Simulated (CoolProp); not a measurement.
Vapour-liquid equilibrium of R134a (1) + R1234ze(E) (2) at 0.794 MPa; x and y are mole fractions of (1).

Values from CoolProp's multi-fluid Helmholtz-energy mixture model, Tillner-Roth 1994 and Thol 2016; pair parameters Bell 2022.

Task: Give the bubble temperature and the first vapour's composition at x = 0.15, 0.65, 0.75. Is there an azeotrope?

Result: x = 0.15: 311.9 K, y = 0.194; x = 0.65: 306.5 K, y = 0.691; x = 0.75: 305.7 K, y = 0.780. No azeotrope shows between x = 0.05 and 0.95.

Pair parameters are fitted to limited data, so mixtures are less certain than the pure fluids.
